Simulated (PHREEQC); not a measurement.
## Sulfide liquor: speciation

A solution holds 0.0076 mol H2S, 0.00023 mol HCl and 0.00018 mol ZnCl2 per kg of water, at 25 °C. Closed to the air; pH follows from the charge balance.

Model: ion-association model, wateq4f.dat, run in PHREEQC.

Each row changes one thing in this solution. This is a speciation only: nothing precipitates in the calculation.

```csv
case,pH,ionic strength (mol/kgw),H2S (mol/kgw),HS- (mol/kgw)
as made,3.24,0.000592,0.00724,1.48e-6
diluted 2-fold with water,3.54,0.000296,0.00362,1.45e-6
HCl from 0.00023 to 0.00046 mol/kgw,3.10,0.000821,0.00724,1.08e-6
temperature from 25 to 85 °C,3.24,0.000594,0.00724,3.82e-6
ZnCl2 left out,3.64,0.000234,0.00760,3.85e-6
```

Some of these states are supersaturated (in Sphalerite (slow to form), for instance). Constants without temperature data keep their 25 °C values here. The polysulfide entries of wateq4f.dat were taken out for this run.
